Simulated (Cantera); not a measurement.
An isothermal, constant-pressure homogeneous reactor starts with CO : O₂ : H₂O : N₂ = 0.0094 : 0.0033 : 0.0072 : 1 (molar parts), at 1275 K and 75000 Pa. Integrator tolerance rtol = 1e-08.

Computed with Cantera and GRI-Mech 3.0 (53 species, 325 reactions).

What does this change do: temperature 1275 to 900 K?


| quantity | before | after |
|---|---|---|
| x(CO) at 8.00 s | 0.00184 (gas-phase equilibrium 0.00184) | 0.00874 (gas-phase equilibrium 0.00109) |
| x(O₂) at 8.00 s | 6.64e-11 (gas-phase equilibrium <1e-12) | 0.00301 (gas-phase equilibrium <1e-12) |
| x(H₂O) at 8.00 s | 0.00616 (gas-phase equilibrium 0.00616) | 0.00704 (gas-phase equilibrium 0.00542) |
| x(H₂O₂) at 8.00 s | <1e-12 (gas-phase equilibrium <1e-12) | 3.70e-7 (gas-phase equilibrium <1e-12) |
| x(NO) at 8.00 s | 1.10e-6 (gas-phase equilibrium 3.54e-10) | 2.11e-12 (gas-phase equilibrium <1e-12) |
| x(O) at 8.00 s | 1.41e-11 (gas-phase equilibrium <1e-12) | 3.83e-8 (gas-phase equilibrium <1e-12) |
